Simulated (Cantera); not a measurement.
Input: 1 mol SO₂, 0.044 mol O₂, 1.2 mol N₂, equilibrated at 133 Pa.

Cantera equilibrium calculation (NASA polynomials, part measured and part estimated; ideal gas, pure solids and liquids). Candidate condensed phases: S; 32 gas species. Ions and electrons are included (thermal ionisation). The numbers say what is thermodynamically allowed, not how fast it happens.

Question: At 4227 °C, list the 4 most abundant gas species with their mole fractions, and the condensed phases.

Answer: O 0.459, S 0.220, N₂ 0.208, N 0.112. Condensed: gas only.
